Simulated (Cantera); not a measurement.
Cantera run:

```python
import numpy as np
import cantera as ct

gas_names = """
    CL CL2 H HCL H2 Si SiCL SiCL2 SiCL3 SiCL4 SiH SiHCL3 SiH2 SiH2CL2 SiH3 SiH3CL SiH4 Si2 Si3
""".split()
cond_names = """
    Si(cr) Si(L)
""".split()


def load(file, names, dense=False):
    # The tables refer to 1 bar. Condensed volumes are neglected.
    table = {s.name: s for s in ct.Species.list_from_file(file)}
    out = []
    for n in names:
        d = dict(table[n].input_data)
        d["thermo"] = dict(d["thermo"], **{"reference-pressure": 1e5})
        if dense:
            d["equation-of-state"] = {"model": "constant-volume", "density": "1e6 g/cm^3"}
        out.append(ct.Species.from_dict(d))
    return out


gas = ct.Solution(thermo="ideal-gas", species=load("nasa_gas.yaml", gas_names))
cond = {s.name: ct.Solution(thermo="fixed-stoichiometry", species=[s], name=s.name)
        for s in load("nasa_condensed.yaml", cond_names, dense=True)}
atoms = {
    'Si': {'Si': 1},
    'Cl2': {'CL': 2},
    'H2': {'H': 2},
}
top_T = {}  # K; cautious upper limits of use, not melting points


def equilibrate(T, P, feed):
    n = {}
    for name, mol in feed.items():
        for a, k in atoms[name].items():
            n[a] = n.get(a, 0.0) + k * mol
    gas.TPX = T, P, n
    mass = sum(n.values()) * gas.mean_molecular_weight
    gas.equilibrate("TP")
    valid = [c for c in cond.values() if c.min_temp <= T <= top_T.get(c.name, c.max_temp)]
    mix = ct.Mixture([(gas, mass / gas.mean_molecular_weight)] + [(c, 0.0) for c in valid])
    mix.T, mix.P = T, P
    mix.equilibrate("TP", solver="vcs", rtol=1e-11, max_steps=5000)
    return mix


results = []
feed = {'Si': 1, 'Cl2': 0.12, 'H2': 1.3}  # mol
P = 1333.22  # Pa
for T in [925, 975, 1025, 1075, 1125, 1175, 1225]:
    mix = equilibrate(T, P, feed)
    results.append((T, P, feed, dict(zip(mix.species_names, mix.species_moles))))

top = {s: max(r[3][s] / sum(r[3][g] for g in gas_names) for r in results) for s in gas_names}
cols = sorted((s for s in top if top[s] > 0.0001), key=lambda s: -top[s])[:9]
seen = [c for c in cond_names if any(r[3].get(c, 0) > 1e-12 for r in results)]
print("log10 of partial pressures in bar; condensed amounts in mol")
print(f"{'T/K':>10s}" + "".join(f"{s[:9]:>10s}" for s in cols + seen))
for T, P, feed, n in results:
    ng = sum(n[g] for g in gas_names)
    print(f"{T:10.4g}" + "".join(f"{np.log10(max(n[s] / ng * P / 1e5, 1e-99)):10.3f}" for s in cols)
          + "".join(f"{n.get(c, 0):10.4g}" for c in seen))
```

It prints:

```
log10 of partial pressures in bar; condensed amounts in mol
       T/K        H2       HCL     SiCL4     SiCL2    SiHCL3     SiCL3   SiH2CL2    Si(cr)
       925    -1.900    -3.754    -3.349    -5.448    -3.935    -5.197    -5.529     0.941
       975    -1.903    -3.557    -3.377    -5.004    -3.965    -4.916    -5.533    0.9433
      1025    -1.907    -3.386    -3.422    -4.615    -4.008    -4.678    -5.549    0.9461
      1075    -1.911    -3.240    -3.493    -4.277    -4.070    -4.485    -5.580     0.949
      1125    -1.917    -3.118    -3.602    -3.994    -4.161    -4.343    -5.631    0.9514
      1175    -1.923    -3.024    -3.766    -3.767    -4.293    -4.261    -5.711    0.9529
      1225    -1.929    -2.958    -3.997    -3.600    -4.474    -4.247    -5.825    0.9533
```

These are equilibrium values from Cantera (NASA tables, ideal gas, pure condensed phases), not measurements of a reactor. The tables' values for SiCl3 are old estimates; treat these amounts as uncertain.
